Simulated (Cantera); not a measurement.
An adiabatic, constant-volume homogeneous reactor starts with CH₄ : O₂ : N₂ = 1 : 6.67 : 32.7 (molar parts), equivalence ratio 0.30, at 1623 K and 0.250 bar. Integrator tolerance rtol = 1e-08.

Computed with Cantera and GRI-Mech 3.0 (53 species, 325 reactions).

### Question
What does this change do: 0.16 parts C2H6 added?

### Answer
```csv
quantity,before,after
time of steepest temperature rise,1.34 ms,0.234 ms
temperature at 1.00 s,2228 K,2350 K
equilibrium temperature,2228 K,2350 K
x(CH₄) at 1.00 s,<1e-12 (gas-phase equilibrium <1e-12),<1e-12 (gas-phase equilibrium <1e-12)
x(O₂) at 1.00 s,0.109 (gas-phase equilibrium 0.109),0.0932 (gas-phase equilibrium 0.0932)
x(NO) at 1.00 s,0.00963 (gas-phase equilibrium 0.00981),0.0117 (gas-phase equilibrium 0.0117)
x(NO₂) at 1.00 s,4.98e-6 (gas-phase equilibrium 5.08e-6),4.93e-6 (gas-phase equilibrium 4.93e-6)
x(H) at 1.00 s,0.000206 (gas-phase equilibrium 0.000205),0.000602 (gas-phase equilibrium 0.000602)
x(C₂H) at 1.00 s,<1e-12 (gas-phase equilibrium <1e-12),<1e-12 (gas-phase equilibrium <1e-12)
```
